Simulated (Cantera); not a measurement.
**Catalytic stagnation flow on Pt**

A jet of CH₄ : O₂ : N₂ = 0.034 : 0.11 : 0.79 (molar parts), equivalence ratio 0.62 at 300 K and 113 Torr hits a platinum plate 6.3 cm away at a mass flux of 0.12 kg/m²/s; the plate temperature is set and raised in steps from an oxygen-covered start.

Detailed kinetics in Cantera: Deutschmann's 1995 Pt surface mechanism with GRI-Mech 3.0 gas chemistry. Catalytic surfaces can have several steady states; this one follows from the mechanism file's or the stated starting coverage.

```csv
plate T (K),wall x CH₄,wall x O₂,wall x H₂O,wall x OH,wall x CO,wall x CO₂,θ free Pt,θ O*,θ OH*
900,0.0230,0.0891,0.0251,2.64e-8,8.46e-6,0.0164,0.188,0.811,0.00159
950,0.0166,0.0757,0.0369,8.28e-8,8.57e-6,0.0242,0.259,0.739,0.00177
1000,0.0119,0.0656,0.0456,2.26e-7,8.37e-6,0.0300,0.333,0.665,0.00176
1050,0.00871,0.0590,0.0513,5.44e-7,8.24e-6,0.0338,0.406,0.592,0.00164
1100,0.00664,0.0547,0.0550,1.18e-6,8.33e-6,0.0363,0.477,0.521,0.00149
1150,0.00526,0.0519,0.0574,2.36e-6,8.68e-6,0.0379,0.544,0.455,0.00132
```
x: mole fraction at the wall; θ: surface coverage.
